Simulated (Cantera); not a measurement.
A closed system holds: 1 mol B, 1.5 mol HCl, at 1375 K and 0.460 bar.

Equilibrium computed with Cantera from the NASA thermochemical tables; the gas is ideal and each condensed phase is pure. Candidate condensed phases: B; 13 gas species. The tables' values for BCl2, BCl are old estimates; treat these amounts as uncertain. Gases not in the tables: BHCl2. The numbers say what is thermodynamically allowed, not how fast it happens.

Question: What is the equilibrium state?

Answer: 
- x(H2) = 0.449
- x(BCl3) = 0.299
- x(HCl) = 0.252
- x(BCl2) = 0.000360
- x(BCl) = 2.41e-5
- x(H) = 3.38e-6
- x(Cl) = 1.58e-6
- x(BH2) = 1.08e-6
- n(B(s)) = 0.610 mol
- gas amount = 1.305 mol
